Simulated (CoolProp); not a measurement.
Computed with CoolProp (reference Helmholtz-energy equation of state, Thol 2022).

**Question.** Give the vapour pressure (kPa), vapour density (kg/m³), enthalpy of vaporisation (kJ/kg), liquid cp (kJ/(kg K)) of saturated vinyl chloride at 256.3, 319.2, 340.1 K.

**Answer.** 
```csv
T (K),p (kPa),vapour density (kg/m³),enthalpy of vaporisation (kJ/kg),liquid cp (kJ/(kg K))
256.3,89.6,2.70,358,1.48
319.2,708,18.8,302,1.58
340.1,1170,30.9,279,1.66
```
